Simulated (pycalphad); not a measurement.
# Effect of Si content in Mg-Si-Al

Source of the numbers: pycalphad with the COST 507 light-alloy database (1999); pressure 1 atm. These are 1990s assessments: newer ones move some temperatures and phases. Amounts are mole fractions of atoms.

### Question
One of these alloys has its liquidus at 793 °C, its solidus at 631 °C, and holds hcp 0.84, MG2SI 0.16 at 427 °C. Which?
A. Mg-10.56Si-0.35Al (at.%)
B. Mg-5.28Si-0.35Al (at.%)
C. Mg-2.64Si-0.35Al (at.%)
D. Mg-3.96Si-0.35Al (at.%)
E. Mg-1.32Si-0.35Al (at.%)
F. Mg-7.92Si-0.35Al (at.%)

### Answer
B, Mg-5.28Si-0.35Al (at.%). The others: Mg-1.32Si-0.35Al (at.%), liquidus 640, solidus 632; Mg-2.64Si-0.35Al (at.%), liquidus 709, solidus 632; Mg-3.96Si-0.35Al (at.%), liquidus 756, solidus 631; Mg-7.92Si-0.35Al (at.%), liquidus 852, solidus 630; Mg-10.56Si-0.35Al (at.%), liquidus 898, solidus 629

Database names, with the compositions (at.%) that they take in these runs: MG2SI: Mg 67 Si 33.
